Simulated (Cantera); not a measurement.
A Cantera script and what it prints.

```python
import numpy as np
import cantera as ct

gas_names = [...]  # 87 gases of nasa_gas.yaml made of C, H, Si
cond_names = """
    C(gr) C6H6(L) C7H8(L) C8H18(L),n-octa Si(cr) Si(L) SiC(b)
""".split()


# ... load() reads the species with a 1 bar reference pressure and builds the phases ...
atoms = {
    'SiC': {'Si': 1, 'C': 1},
    'Si': {'Si': 1},
    'H2': {'H': 2},
}
top_T = {'C(gr)': 4500, 'SiC(b)': 3050}  # K; cautious upper limits of use, not melting points


# ... equilibrate(T, P, feed) seeds the gas with the atoms and calls Mixture.equilibrate('TP', solver="vcs", rtol=1e-11, max_steps=5000) ...
results = []
feed = {'SiC': 1, 'Si': 0.17, 'H2': 0.023}  # mol
P = 13332.2  # Pa
for T in [1573, 1673, 1773, 1873, 1973, 2073, 2173, 2273, 2373, 2473, 2573, 2673, 2773, 2873]:
    mix = equilibrate(T, P, feed)
    results.append((T, P, feed, dict(zip(mix.species_names, mix.species_moles))))

top = {s: max(r[3][s] / sum(r[3][g] for g in gas_names) for r in results) for s in gas_names}
cols = sorted((s for s in top if top[s] > 1e-06), key=lambda s: -top[s])[:7]
seen = [c for c in cond_names if any(r[3].get(c, 0) > 1e-12 for r in results)]
print("log10 of partial pressures in bar; condensed amounts in mol")
print(f"{'T/K':>10s}" + "".join(f"{s[:9]:>10s}" for s in cols + seen))
for T, P, feed, n in results:
    ng = sum(n[g] for g in gas_names)
    print(f"{T:10.4g}" + "".join(f"{np.log10(max(n[s] / ng * P / 1e5, 1e-99)):10.3f}" for s in cols)
          + "".join(f"{n.get(c, 0):10.4g}" for c in seen))
```

Output:

```
log10 of partial pressures in bar; condensed amounts in mol
       T/K        H2        Si         H      Si2C      SiC2       Si2       SiH    Si(cr)     Si(L)    SiC(b)
      1573    -0.875    -7.260    -4.828    -9.840   -13.798    -9.938    -7.316      0.17         0         1
      1673    -0.875    -6.379    -4.381    -8.670   -12.311    -8.794    -6.589      0.17         0         1
      1773    -0.875    -5.672    -3.984    -7.709   -10.923    -7.926    -6.018         0      0.17         1
      1873    -0.876    -5.055    -3.628    -6.867    -9.671    -7.182    -5.523         0      0.17         1
      1973    -0.877    -4.501    -3.308    -6.113    -8.549    -6.514    -5.080         0      0.17         1
      2073    -0.879    -4.001    -3.019    -5.435    -7.538    -5.912    -4.681         0      0.17         1
      2173    -0.882    -3.548    -2.758    -4.821    -6.622    -5.367    -4.320         0    0.1699         1
      2273    -0.888    -3.136    -2.520    -4.263    -5.789    -4.871    -3.994         0    0.1698         1
      2373    -0.899    -2.759    -2.305    -3.754    -5.027    -4.419    -3.698         0    0.1696         1
      2473    -0.919    -2.412    -2.111    -3.287    -4.329    -4.003    -3.432         0    0.1691    0.9999
      2573    -0.955    -2.093    -1.941    -2.859    -3.687    -3.621    -3.195         0     0.168    0.9996
      2673    -1.021    -1.798    -1.801    -2.463    -3.095    -3.269    -2.994         0    0.1655    0.9988
      2773    -1.157    -1.525    -1.707    -2.098    -2.546    -2.943    -2.845         0     0.159    0.9959
      2873    -1.520    -1.271    -1.738    -1.759    -2.037    -2.640    -2.825         0    0.1313    0.9792
```

Equilibrium computed with Cantera from the NASA thermochemical tables; the gas is ideal and each condensed phase is pure. Mutual solubility and eutectic melting of coexisting phases are not modelled. Gases not in the tables: Si2H6 and higher silanes.
